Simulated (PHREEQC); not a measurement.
# Leach liquor

Solution (13 °C): 0.83 mol/kgw HCl, 0.0039 mol/kgw Al2(SO4)3 and 0.022 mol/kgw Fe2(SO4)3. Closed to the air; pH follows from the charge balance.

Equilibrium calculation in PHREEQC: ion-association model, phreeqc.dat.

Each row changes one thing in this solution. Precipitation was switched off in this run.

| case | pH | ionic strength (mol/kgw) | HSO4- (mol/kgw) | SO4-2 (mol/kgw) | Al+3 (mol/kgw) | AlSO4+ (mol/kgw) | SI of Gibbsite (Al(OH)3) |
|---|---|---|---|---|---|---|---|
| as made | 0.24 | 0.916 | 0.0566 | 0.00619 | 0.00575 | 0.00185 | -11.49 |
| diluted 10-fold with water | 1.19 | 0.0974 | 0.00382 | 0.00159 | 0.000558 | 0.000216 | -9.24 |
| HCl from 0.83 to 1.24 mol/kgw | 0.06 | 1.31 | 0.0631 | 0.00581 | 0.00618 | 0.00147 | -12.07 |
| diluted 100-fold with water | 2.13 | 0.0104 | 0.000166 | 0.000394 | 5.77e-5 | 2.01e-5 | -7.02 |
| diluted 5-fold with water | 0.90 | 0.192 | 0.00883 | 0.00232 | 0.00114 | 0.000402 | -9.91 |
| Fe2(SO4)3 replaced by (NH4)2SO4 at the same molality | 0.22 | 0.889 | 0.0293 | 0.00300 | 0.00664 | 0.00106 | -11.49 |
| HCl left out | 2.74 | 0.0960 | 0.00157 | 0.0234 | 0.000941 | 0.00541 | -4.34 |
| Fe2(SO4)3 left out | 0.21 | 0.865 | 0.0103 | 0.00101 | 0.00736 | 0.000400 | -11.47 |

The ionic strength passes 0.7 mol/kgw, the rough limit of the ion-association models, in as made; HCl from 0.83 to 1.24 mol/kgw; Fe2(SO4)3 replaced by (NH4)2SO4 at the same molality; Fe2(SO4)3 left out. Species that the database lacks are ignored. Some of these states are supersaturated (in Hematite (slow to form), Goethite (slow to form), for instance). Away from 25 °C the constants follow the database's enthalpies or fits; those with neither stay at their 25 °C values.
